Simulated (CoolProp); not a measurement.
R236EA at 293.15 K and 0.0885 MPa is throttled through a valve to 0.0596 MPa with no heat exchange. Each further row changes one setting.

Values from CoolProp's reference Helmholtz-energy equation of state, Rui 2013.

```csv
case,temperature change (K),final density (kg/m³)
as stated,-0.7,3.81
outlet pressure 0.0179 MPa,-1.8,1.13
outlet pressure 0.0775 MPa,-0.3,4.98
```
